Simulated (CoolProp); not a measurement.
Computed with CoolProp (reference Helmholtz-energy equation of state, de Reuck 1990).

**Question.** For fluorine, give the phase and the Z, cp (kJ/(kg K)), cv (kJ/(kg K)), isothermal compressibility (1/MPa) at -90.45 °C and 20 MPa; -23.45 °C and 20 MPa.

**Answer.** 
- -90.45 °C and 20 MPa: supercritical; Z 0.648, cp 1.83, cv 0.681, isothermal compressibility 0.0320
- -23.45 °C and 20 MPa: supercritical; Z 0.903, cp 1.20, cv 0.646, isothermal compressibility 0.0483
